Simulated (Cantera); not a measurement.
A freely propagating, adiabatic, planar premixed flame of H2 : O2 : N2 : H2O = 1 : 0.5 : 2.15 : 0.64 (molar parts), equivalence ratio 1.0, unburnt at 550 K and 1.70 bar; mixture-averaged transport, grid criteria slope 0.08 and curve 0.16, no radiation.

Computed with Cantera and the H2/O2 subset of GRI-Mech 3.0, which has no nitrogen chemistry. Burning velocities carry a grid error of a few per cent, more on coarse grids.

x: mole fraction of selected species; z is measured from the peak of heat release.

```
z (mm)   T (K)  u (m/s)    x H2     x O2  x H2O       x H   x H2O2       x O
-------  -----  -------  ------  -------  -----  --------  -------  --------
-0.658     550     3.32   0.233    0.117  0.149     <1e-8    <1e-8     <1e-8
-0.439     550     3.32   0.233    0.117  0.149     <1e-8    <1e-8     <1e-8
-0.329     550     3.32   0.232    0.117  0.149     <1e-8    <1e-8     <1e-8
-0.219     551     3.31   0.230    0.117  0.150     <1e-8  1.75e-7   2.59e-8
-0.110     585     3.45   0.212    0.119  0.156       [?]      [?]       [?]
-0.0548    798     4.57   0.175    0.113  0.183  0.000934  6.28e-5  0.000117
0         1183     6.61   0.117   0.0859  0.247   0.00804  2.34e-5   0.00137
0.0548    1464     8.11  0.0666   0.0504  0.314    0.0166  5.85e-6   0.00341
0.110     1619     8.93  0.0432   0.0306  0.348    0.0180  3.58e-6   0.00404
0.219     1768     9.68  0.0320   0.0199  0.369    0.0134  1.93e-6   0.00344
0.439     1893     10.3  0.0260   0.0151  0.383   0.00779  1.04e-6   0.00218
0.877     1987     10.7  0.0199   0.0113  0.396   0.00408  6.28e-7   0.00122
1.75      2054     11.0  0.0143  0.00848  0.406   0.00200  3.99e-7  0.000639
```

Task: What belongs in the gaps?

Result: 
- -0.110, x H: 8.05e-6
- -0.110, x H2O2: 1.64e-5
- -0.110, x O: 2.97e-6
